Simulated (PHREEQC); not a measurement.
1 kg of water holding 0.047 mol/kgw Na2CO3, 0.0048 mol/kgw NaOH, 0.0063 mol/kgw NaCl and 0.073 mol/kgw Na2SO4 is evaporated at 25 °C; the solids stay in contact with the brine. CO2 is held at log p = -3.4 (atm). The run lets Burkeite, Halite, Mirabilite, Nahcolite, Natron, Thenardite, Trona precipitate or redissolve, and no other solid.

The series has 22 steps of water left (kg), from 0.9997 to 0.003875.

The numbers come from PHREEQC with the Pitzer model, pitzer.dat.

Problem. Which solids form, in which order, and at which step of the series does each first stand?

Solution. Mirabilite from water left = 0.03294 kg (pH 9.96); Trona from water left = 0.0239 kg (pH 9.98); Thenardite from water left = 0.003875 kg (pH 9.89).

Complexes and solids missing from the database can't appear.
